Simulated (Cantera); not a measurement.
Charge: 1 mol C₂H₅OH, 0.064 mol CO₂, 34 mol N₂, 0.49 mol H₂, equilibrated at 1.33 mbar.

Cantera equilibrium calculation (NASA polynomials, part measured and part estimated; ideal gas, pure solids and liquids). Candidate condensed phases: C, C₆H₆, C₇H₈, C₈H₁₈, H₂O; 136 gas species. Kinetics and transport are ignored. All values below are at 875 K.

Base state: N₂ 0.880, H₂ 0.0904, CO 0.0292, H₂O 1.43e-5, CO₂ 1.22e-5 (mole fractions); condensed: C(graphite).

What changes in the equilibrium state with this change: C₂H₅OH replaced by C₂H₆?


```csv
species,before,after
N₂,0.880,0.904
H₂,0.0904,0.0928
CO,0.0292,0.00340
CO₂,1.22e-5,1.66e-7
H₂O,1.43e-5,1.71e-6
"C(graphite), mol",0.937,1.94
```
